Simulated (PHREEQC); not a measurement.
## Leach liquor: an equilibrium model

Dissolve 18 mmol/kgw H2SO4 and 4.6 mmol/kgw Li2SO4 at 25 °C. Closed to the air; pH follows from the charge balance.

Model: ion-association model, phreeqc.dat, run in PHREEQC.

Precipitation was switched off in this run.

Problem. Predict the pH.

Solution. pH 1.69.

Problem. In which forms is S present?

Solution. HSO4- 53 %, SO4-2 46 %, LiSO4- 0.9 % of the S.
